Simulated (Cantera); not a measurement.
Charge: 1 mol SiH2Cl2, 0.081 mol O3, equilibrated at 1100 K and 0.500 bar.

Cantera equilibrium calculation (NASA polynomials, part measured and part estimated; ideal gas, pure solids and liquids). Candidate condensed phases: H2O, Si, SiO2; 30 gas species. Mutual solubility and eutectic melting of coexisting phases are not modelled. The tables' values for SiCl3 are old estimates; treat these amounts as uncertain. Rates play no part.

Q: What is the equilibrium state?

A: 
```
Property               Value
-----------------  ---------
x(H2)                  0.616
x(SiCl4)               0.262
x(SiHCl3)             0.0769
x(HCl)                0.0310
x(SiCl3)             0.00774
x(SiCl2)             0.00318
x(SiH2Cl2)           0.00270
x(SiH3Cl)            2.51e-5
n(Si(s))           0.354 mol
n(SiO2(β-quartz))  0.121 mol
gas amount         1.486 mol
```
